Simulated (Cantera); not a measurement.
An isothermal, constant-pressure homogeneous reactor starts with 1.41 % H2, 25.6 % O2, 66.6 % N2, 6.40 % H2O, at 1425 K and 880 Pa.

Computed with Cantera and the H2/O2 subset of GRI-Mech 3.0, which has no nitrogen chemistry. Radical loss at walls, strong at low pressure, is not modelled.

x: mole fraction; the columns are a selection and need not sum to one.

| t (s) | x H2 | x O2 | x OH | x HO2 | x H | x H2O | x H2O2 |
|---|---|---|---|---|---|---|---|
| 0.000700 | 0.0141 | 0.256 | 8.77e-8 | (withheld) | 4.34e-8 | 0.0640 | 1.57e-10 |
| 0.00231 | 0.0141 | 0.256 | 5.45e-6 | (withheld) | 2.37e-6 | 0.0640 | 1.09e-9 |
| 0.00765 | 0.00121 | 0.246 | 0.00369 | 5.63e-7 | 0.00241 | 0.0738 | 2.65e-8 |
| 0.0253 | 0.00102 | 0.246 | 0.00358 | 5.52e-7 | 0.00224 | 0.0742 | 2.57e-8 |
| 0.0837 | 0.000871 | 0.246 | 0.00331 | 5.23e-7 | 0.00176 | 0.0748 | 2.42e-8 |
| 0.277 | 0.000547 | 0.248 | 0.00263 | (withheld) | 0.000863 | 0.0761 | 2.00e-8 |
| 0.915 | 0.000179 | 0.250 | 0.00151 | (withheld) | 0.000159 | 0.0776 | 1.16e-8 |
| 3.02 | 3.11e-5 | 0.250 | 0.000632 | (withheld) | 1.15e-5 | 0.0783 | 4.23e-9 |
| 10.0 | 5.15e-6 | 0.251 | 0.000257 | (withheld) | 7.70e-7 | 0.0785 | 1.26e-9 |

What belongs in the gaps?


- 0.000700, x HO2: 5.93e-8
- 0.00231, x HO2: 1.97e-7
- 0.277, x HO2: 4.34e-7
- 0.915, x HO2: 2.38e-7
- 3.02, x HO2: 6.99e-8
- 10.0, x HO2: 2.81e-8
